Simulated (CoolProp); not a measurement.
Saturation properties of octamethyltrisiloxane (MDM).

Model: reference Helmholtz-energy equation of state, Thol 2017, in CoolProp.

```tsv
T (°C)	p (kPa)	vapour density (kg/m³)	enthalpy of vaporisation (kJ/kg)	liquid cp (kJ/(kg K))	surface tension (mN/m)
52.95	2.554	0.2238	193.4	1.850	14.1
70.15	5.896	0.4930	186.7	1.893	12.6
87.25	12.24	(withheld)	179.9	1.937	11.2
104.35	23.34	1.805	173.1	(withheld)	9.87
121.45	41.45	3.110	166.1	2.027	8.58
138.55	69.28	5.074	158.8	2.073	(withheld)
155.65	110.0	7.923	151.1	2.121	6.16
172.75	167.2	11.94	143.0	2.171	5.06
189.85	244.7	17.49	134.2	2.225	4.02
206.95	347.0	25.10	(withheld)	(withheld)	3.07
```

Complete the blanks.


- 87.25, vapour density (kg/m³): 0.9816
- 104.35, liquid cp (kJ/(kg K)): 1.981
- 138.55, surface tension (mN/m): 7.34
- 206.95, enthalpy of vaporisation (kJ/kg): 124.5
- 206.95, liquid cp (kJ/(kg K)): 2.285

It boils at 152.5 °C under 1 atm.

Surface tension comes from a separate correlation (Mulero 2014), older than this fluid's equation and unchecked against measurements.
